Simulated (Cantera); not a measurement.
Cantera run:

```python
import numpy as np
import cantera as ct

gas_names = [...]  # 92 gases of nasa_gas.yaml made of C, H, N
cond_names = """
    C(gr) C6H6(L) C7H8(L) C8H18(L),n-octa
""".split()


# ... load() reads the species with a 1 bar reference pressure and builds the phases ...
atoms = {
    'C3H8': {'C': 3, 'H': 8},
    'H2': {'H': 2},
    'N2': {'N': 2},
}
top_T = {'C(gr)': 4500}  # K; cautious upper limits of use, not melting points


# ... equilibrate(T, P, feed) seeds the gas with the atoms and calls Mixture.equilibrate('TP', solver="vcs", rtol=1e-11, max_steps=5000) ...
results = []
feed = {'C3H8': 1, 'H2': 2.6, 'N2': 41}  # mol
P = 1000  # Pa
for T in [1023, 1123, 1223, 1323, 1423, 1523, 1623, 1723, 1823, 1923]:
    mix = equilibrate(T, P, feed)
    results.append((T, P, feed, dict(zip(mix.species_names, mix.species_moles))))
    x = sorted(zip(gas.X, gas.species_names), reverse=True)
    print(f"T = {T:g} K  P = {P:g} Pa  gas = {mix.phase_moles(0):.4g} mol")
    print("   x: " + "  ".join(f"{s} {v:.3e}" for v, s in x if v > 0.001))
    print("   condensed (mol): " + ("  ".join(f"{mix.phase(i).name} {mix.phase_moles(i):.4g}"
          for i in range(1, mix.n_phases) if mix.phase_moles(i) > 1e-12) or "none"))
```

It prints:

```
T = 1023 K  P = 1000 Pa  gas = 47.6 mol
   x: N2 8.614e-01  H2 1.386e-01
   condensed (mol): C(gr) 2.999
T = 1123 K  P = 1000 Pa  gas = 47.6 mol
   x: N2 8.613e-01  H2 1.386e-01
   condensed (mol): C(gr) 2.999
T = 1223 K  P = 1000 Pa  gas = 47.6 mol
   x: N2 8.613e-01  H2 1.386e-01
   condensed (mol): C(gr) 2.998
T = 1323 K  P = 1000 Pa  gas = 47.6 mol
   x: N2 8.613e-01  H2 1.386e-01
   condensed (mol): C(gr) 2.996
T = 1423 K  P = 1000 Pa  gas = 47.6 mol
   x: N2 8.612e-01  H2 1.385e-01
   condensed (mol): C(gr) 2.99
T = 1523 K  P = 1000 Pa  gas = 47.6 mol
   x: N2 8.611e-01  H2 1.384e-01
   condensed (mol): C(gr) 2.979
T = 1623 K  P = 1000 Pa  gas = 47.61 mol
   x: N2 8.608e-01  H2 1.381e-01
   condensed (mol): C(gr) 2.96
T = 1723 K  P = 1000 Pa  gas = 47.62 mol
   x: N2 8.603e-01  H2 1.375e-01  HCN 1.427e-03
   condensed (mol): C(gr) 2.929
T = 1823 K  P = 1000 Pa  gas = 47.64 mol
   x: N2 8.594e-01  H2 1.365e-01  HCN 2.349e-03  H 1.601e-03
   condensed (mol): C(gr) 2.881
T = 1923 K  P = 1000 Pa  gas = 47.68 mol
   x: N2 8.579e-01  H2 1.347e-01  HCN 3.657e-03  H 3.458e-03
   condensed (mol): C(gr) 2.811
```

Cantera equilibrium calculation (NASA polynomials, part measured and part estimated; ideal gas, pure solids and liquids).
